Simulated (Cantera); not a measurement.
Standard-state values (1 bar) from the NASA 1993 polynomials, evaluated with Cantera. Values are per mole of reaction as written; species without (g) are pure solids or liquids, kept so even where they would boil at 1 bar.

4 Cl(g) + 2 SrO + N(g) → 2 SrCl2 + NO2(g), with ΔH° = -1397.3 kJ and ΔS° = -455.4 J/K at 300 K.

How far is the shortcut ΔG° ≈ ΔH°(300 K) − T·ΔS°(300 K) from the full temperature-dependent value at 548, 648, 748, 848, 948, 1048, 1148, 1248, 1348, 1448 K?


```json
[
 {"T (K)": "548", "shortcut (kJ)": "-1147.8", "full (kJ)": "-1147.0", "difference (kJ)": "-0.8", "difference in log10 K": "0.07", "condensed phases": "SrO(s), SrCl2(s)"},
 {"T (K)": "648", "shortcut (kJ)": "-1102.3", "full (kJ)": "-1100.9", "difference (kJ)": "-1.3", "difference in log10 K": "0.11", "condensed phases": "SrO(s), SrCl2(s)"},
 {"T (K)": "748", "shortcut (kJ)": "-1056.7", "full (kJ)": "-1054.8", "difference (kJ)": "-1.9", "difference in log10 K": "0.13", "condensed phases": "SrO(s), SrCl2(s)"},
 {"T (K)": "848", "shortcut (kJ)": "-1011.2", "full (kJ)": "-1008.9", "difference (kJ)": "-2.3", "difference in log10 K": "0.14", "condensed phases": "SrO(s), SrCl2(s)"},
 {"T (K)": "948", "shortcut (kJ)": "-965.6", "full (kJ)": "-963.1", "difference (kJ)": "-2.5", "difference in log10 K": "0.14", "condensed phases": "SrO(s), SrCl2(s)"},
 {"T (K)": "1048", "shortcut (kJ)": "-920.1", "full (kJ)": "-918.3", "difference (kJ)": "-1.8", "difference in log10 K": "0.09", "condensed phases": "SrO(s), SrCl2(s)"},
 {"T (K)": "1148", "shortcut (kJ)": "-874.6", "full (kJ)": "-874.8", "difference (kJ)": "0.3", "difference in log10 K": "-0.01", "condensed phases": "SrO(s), SrCl2(l)"},
 {"T (K)": "1248", "shortcut (kJ)": "-829.0", "full (kJ)": "-834.7", "difference (kJ)": "5.6", "difference in log10 K": "-0.24", "condensed phases": "SrO(s), SrCl2(l)"},
 {"T (K)": "1348", "shortcut (kJ)": "-783.5", "full (kJ)": "-794.8", "difference (kJ)": "11.3", "difference in log10 K": "-0.44", "condensed phases": "SrO(s), SrCl2(l)"},
 {"T (K)": "1448", "shortcut (kJ)": "-738.0", "full (kJ)": "-755.3", "difference (kJ)": "17.3", "difference in log10 K": "-0.62", "condensed phases": "SrO(s), SrCl2(l)"}
]
```
The shortcut ignores heat capacities and the phase changes listed.
